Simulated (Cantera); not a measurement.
## N2O furnace oxynitridation

An isothermal, constant-pressure homogeneous reactor starts with 86.4 % N2O, 13.6 % N2, at 1448 K and 1.09 atm.

Model: GRI-Mech 3.0 (53 species, 325 reactions), integrated in Cantera. GRI-Mech 3.0 was tuned for natural gas; its chemistry of N2O as a main component is partial and can be far from experiment. The temperature is held fixed by assumption; the heat of reaction is taken as removed at once.

```json
[
 {"t (s)": "2.00e-5", "x N2O": "0.863", "x NO": "0.000101", "x NO2": "1.06e-8", "x O2": "0.000177", "x N2": "0.136"},
 {"t (s)": "6.30e-5", "x N2O": "0.862", "x NO": "0.000356", "x NO2": "1.29e-7", "x O2": "0.000626", "x N2": "0.137"},
 {"t (s)": "0.000198", "x N2O": "0.857", "x NO": "0.00115", "x NO2": "1.27e-6", "x O2": "0.00203", "x N2": "0.140"},
 {"t (s)": "0.000625", "x N2O": "0.841", "x NO": "0.00361", "x NO2": "1.04e-5", "x O2": "0.00637", "x N2": "0.149"},
 {"t (s)": "0.00197", "x N2O": "0.793", "x NO": "0.0109", "x NO2": "5.94e-5", "x O2": "0.0193", "x N2": "0.177"},
 {"t (s)": "0.00620", "x N2O": "0.665", "x NO": "0.0301", "x NO2": "0.000212", "x O2": "0.0542", "x N2": "0.250"},
 {"t (s)": "0.0195", "x N2O": "0.409", "x NO": "0.0666", "x NO2": "0.000508", "x O2": "0.125", "x N2": "0.399"},
 {"t (s)": "0.0615", "x N2O": "0.126", "x NO": "0.0992", "x NO2": "0.000774", "x O2": "0.207", "x N2": "0.567"},
 {"t (s)": "0.194", "x N2O": "0.00997", "x NO": "0.104", "x NO2": "0.000793", "x O2": "0.245", "x N2": "0.639"},
 {"t (s)": "0.610", "x N2O": "1.61e-5", "x NO": "0.104", "x NO2": "0.000748", "x O2": "0.249", "x N2": "0.646"},
 {"t (s)": "1.92", "x N2O": "3.48e-6", "x NO": "0.104", "x NO2": "0.000747", "x O2": "0.249", "x N2": "0.646"},
 {"t (s)": "6.05", "x N2O": "3.45e-6", "x NO": "0.103", "x NO2": "0.000744", "x O2": "0.249", "x N2": "0.646"},
 {"t (s)": "19.1", "x N2O": "3.36e-6", "x NO": "0.102", "x NO2": "0.000734", "x O2": "0.250", "x N2": "0.647"},
 {"t (s)": "60.0", "x N2O": "3.08e-6", "x NO": "0.0976", "x NO2": "0.000706", "x O2": "0.252", "x N2": "0.649"}
]
```
x: mole fraction; the columns are a selection and need not sum to one.

Equilibrium at this temperature and pressure: N2O 6.56e-8, NO 0.00106, NO2 8.42e-6, O2 0.301, N2 0.698 (gas phase only).
